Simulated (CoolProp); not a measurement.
A Linde-Hampson liquefier for methane: isothermal reversible compression at 280 K from 1 atm to 15 MPa, throttling to 1 atm, return gas leaving the recuperator 2 K below the feed. Each further row changes one setting.

Model: reference Helmholtz-energy equation of state, Setzmann 1991, in CoolProp.

```
case                        liquid yield per pass  compression work (kJ/kg of gas)
--------------------------  ---------------------  -------------------------------
as stated                                   0.192                              682
high pressure 30 MPa                            …                                …
warm-end temperature 310 K                      …                                …
warm-end gap 7 K                                …                              682
```

### Question
Complete the blanks.

### Answer

- high pressure 30 MPa, liquid yield per pass: 0.274
- high pressure 30 MPa, compression work (kJ/kg of gas): 763
- warm-end temperature 310 K, liquid yield per pass: 0.138
- warm-end temperature 310 K, compression work (kJ/kg of gas): 772
- warm-end gap 7 K, liquid yield per pass: 0.182
